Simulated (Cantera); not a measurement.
**SiCl4 + Cl2 + H2 (chlorosilane synthesis and conversion)**

Feed: 1 mol SiCl4, 2.9 mol Cl2, 5.8 mol H2, held at 1 atm.

Equilibrium computed with Cantera from the NASA thermochemical tables; the gas is ideal and each condensed phase is pure. Candidate condensed phases: Si; 19 gas species. The tables' values for SiCl3 are old estimates; treat these amounts as uncertain. Kinetics and transport are ignored.

```csv
T (°C),log p HCl,log p H2,log p SiCl4,log p SiCl3,log p SiCl2,log p SiHCl3,log p Cl,log p SiH2Cl2
750,-0.22,-0.52,-0.98,-4.73,-7.16,-3.36,-8.38,-6.69
850,-0.22,-0.52,-0.99,-3.94,-5.81,-3.05,-7.38,-6.03
950,-0.22,-0.52,-0.99,-3.29,-4.69,-2.81,-6.54,-5.50
1050,-0.21,-0.52,-1.00,-2.75,-3.75,-2.60,-5.83,-5.05
1150,-0.21,-0.53,-1.02,-2.30,-2.98,-2.45,-5.21,-4.70
1250,-0.20,-0.54,-1.08,-1.95,-2.35,-2.37,-4.66,-4.45
1350,-0.19,-0.57,-1.18,-1.72,-1.89,-2.37,-4.17,-4.33
```
log p: log10 of the partial pressure in bar; nothing condenses.

From 750 °C to 1350 °C nothing is condensed. The main Si-bearing gas is SiCl4 throughout.
